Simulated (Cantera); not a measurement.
What does this Cantera script print?

```python
import numpy as np
import cantera as ct

gas_names = """
    H HO2 H2 H2O H2O2 O OH O2 O3 Si SiH SiH2 SiH3 SiH4 SiO SiO2 Si2 Si3
""".split()
cond_names = """
    H2O(s) H2O(L) Si(cr) Si(L) SiO2(Lqz) SiO2(hqz) SiO2(L)
""".split()


def load(file, names, dense=False):
    # The tables refer to 1 bar. Condensed volumes are neglected.
    table = {s.name: s for s in ct.Species.list_from_file(file)}
    out = []
    for n in names:
        d = dict(table[n].input_data)
        d["thermo"] = dict(d["thermo"], **{"reference-pressure": 1e5})
        if dense:
            d["equation-of-state"] = {"model": "constant-volume", "density": "1e6 g/cm^3"}
        out.append(ct.Species.from_dict(d))
    return out


gas = ct.Solution(thermo="ideal-gas", species=load("nasa_gas.yaml", gas_names))
cond = {s.name: ct.Solution(thermo="fixed-stoichiometry", species=[s], name=s.name)
        for s in load("nasa_condensed.yaml", cond_names, dense=True)}
atoms = {
    'Si': {'Si': 1},
    'H2O': {'H': 2, 'O': 1},
    'H2': {'H': 2},
}
top_T = {}  # K; cautious upper limits of use, not melting points


def equilibrate(T, P, feed):
    n = {}
    for name, mol in feed.items():
        for a, k in atoms[name].items():
            n[a] = n.get(a, 0.0) + k * mol
    gas.TPX = T, P, n
    mass = sum(n.values()) * gas.mean_molecular_weight
    gas.equilibrate("TP")
    valid = [c for c in cond.values() if c.min_temp <= T <= top_T.get(c.name, c.max_temp)]
    mix = ct.Mixture([(gas, mass / gas.mean_molecular_weight)] + [(c, 0.0) for c in valid])
    mix.T, mix.P = T, P
    mix.equilibrate("TP", solver="vcs", rtol=1e-11, max_steps=5000)
    return mix


results = []
feed = {'Si': 1, 'H2O': 0.23, 'H2': 7.1}  # mol
P = 1000  # Pa
for T in [1275, 1375, 1475, 1575, 1675, 1775, 1875, 1975]:
    mix = equilibrate(T, P, feed)
    results.append((T, P, feed, dict(zip(mix.species_names, mix.species_moles))))

top = {s: max(r[3][s] / sum(r[3][g] for g in gas_names) for r in results) for s in gas_names}
cols = sorted((s for s in top if top[s] > 0.001), key=lambda s: -top[s])[:5]
seen = [c for c in cond_names if any(r[3].get(c, 0) > 1e-12 for r in results)]
print("log10 of partial pressures in bar; condensed amounts in mol")
print(f"{'T/K':>10s}" + "".join(f"{s[:9]:>10s}" for s in cols + seen))
for T, P, feed, n in results:
    ng = sum(n[g] for g in gas_names)
    print(f"{T:10.4g}" + "".join(f"{np.log10(max(n[s] / ng * P / 1e5, 1e-99)):10.3f}" for s in cols)
          + "".join(f"{n.get(c, 0):10.4g}" for c in seen))
```

It prints:

```
log10 of partial pressures in bar; condensed amounts in mol
       T/K        H2       SiO         H        Si    Si(cr)     Si(L) SiO2(hqz)
      1275    -2.000    -5.389    -7.133   -10.715    0.8835         0    0.1135
      1375    -2.002    -4.367    -6.466    -9.387    0.8692         0   0.09918
      1475    -2.013    -3.517    -5.894    -8.240      0.77         0         0
      1575    -2.014    -3.517    -5.388    -7.241    0.7699         0         0
      1675    -2.014    -3.517    -4.942    -6.363    0.7695         0         0
      1775    -2.015    -3.518    -4.546    -5.659         0    0.7679         0
      1875    -2.017    -3.519    -4.192    -5.043         0     0.762         0
      1975    -2.021    -3.521    -3.874    -4.490         0    0.7423         0
```

Equilibrium computed with Cantera from the NASA thermochemical tables; the gas is ideal and each condensed phase is pure. Mutual solubility and eutectic melting of coexisting phases are not modelled. The tables hold silica as quartz up to 1696 K and as liquid above; real silica turns to tridymite and cristobalite and melts near 1996 K. Gases not in the tables: Si2H6 and higher silanes.
